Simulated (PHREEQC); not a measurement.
Dissolve 0.14 mol/kgw Zn(NO3)2 at 48 °C. Closed to the air; pH follows from the charge balance.

The numbers come from PHREEQC with the ion-association model, wateq4f.dat.

Each row changes one thing in this solution. Precipitation was switched off in this run.

```json
[
 {"case": "as made", "pH": "4.84", "ZnOH+ (mol/kgw)": "1.87e-5", "Zn(OH)2 (mol/kgw)": "1.93e-9", "SI of Zincite(c) (ZnO)": "-1.76"},
 {"case": "temperature from 48 to 65 °C", "pH": "4.62", "ZnOH+ (mol/kgw)": "3.13e-5", "Zn(OH)2 (mol/kgw)": "6.71e-10", "SI of Zincite(c) (ZnO)": "?"},
 {"case": "Zn(NO3)2 from 0.14 to 0.07 mol/kgw", "pH": "4.95", "ZnOH+ (mol/kgw)": "1.43e-5", "Zn(OH)2 (mol/kgw)": "2.01e-9", "SI of Zincite(c) (ZnO)": "-1.77"},
 {"case": "diluted 2-fold with water", "pH": "4.95", "ZnOH+ (mol/kgw)": "1.43e-5", "Zn(OH)2 (mol/kgw)": "2.01e-9", "SI of Zincite(c) (ZnO)": "-1.77"},
 {"case": "temperature from 48 to 20 °C", "pH": "5.27", "ZnOH+ (mol/kgw)": "6.96e-6", "Zn(OH)2 (mol/kgw)": "1.44e-8", "SI of Zincite(c) (ZnO)": "?"}
]
```

**Question.** Fill in the missing entries.

**Answer.** 
- temperature from 48 to 65 °C, SI of Zincite(c) (ZnO): -1.47
- temperature from 48 to 20 °C, SI of Zincite(c) (ZnO): -2.31

Complexes and solids missing from the database can't appear. At this temperature some constants are extrapolated from 25 °C, and those without enthalpy data are left unchanged.
